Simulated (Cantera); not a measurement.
Input: 1 mol TiO2, 0.88 mol H2, equilibrated at 75.0 Torr.

These are equilibrium values from Cantera (NASA tables, ideal gas, pure condensed phases), not measurements of a reactor. Candidate condensed phases: H2O, Ti, TiO, TiO2, Ti2O3, Ti3O5, Ti4O7; 12 gas species. Mutual solubility and eutectic melting of coexisting phases are not modelled. Condensed phases not in the tables: Magnéli phases beyond Ti4O7. Rates play no part.

Over these rows the condensed part is TiO2(rutile) + Ti4O7(s). Partial pressures as log10 of bar:

```csv
T (K),1000/T (1/K),log p H2O,log p H2
1000,1.0000,-5.13,-1.00
1100,0.9091,-4.50,-1.00
1200,0.8333,-3.97,-1.00
1300,0.7692,-3.53,-1.00
1400,0.7143,-3.14,-1.00
1500,0.6667,?,-1.01
```

### Question
Fit log p(H2O) = a + b·(1000/T) to the five rows, give the apparent enthalpy, and predict the row at 1500 K.

### Answer
Means: 1000/T = 0.8452, log p = -4.054. Sxy = -0.355530, Sxx = 0.0510987, so b = -6.96 and a = -4.054 − (-6.96)×0.8452 = 1.83.
Apparent enthalpy: −19.145 × (-6.96) = 133 kJ/mol. With the condensed phases at unit activity, 4 TiO2(rutile) + H2(g) = H2O(g) + Ti4O7(s) links this pressure to the main gases: over the six rows their terms move log p by -0.01 in all, so the slope is close to that reaction's ΔH°. The five rows lie within 0.01 of the line.
Prediction at 1500 K: 1.83 + (-6.96)×0.6667 = -2.81. The computed value is -2.80, 0.01 from the line.
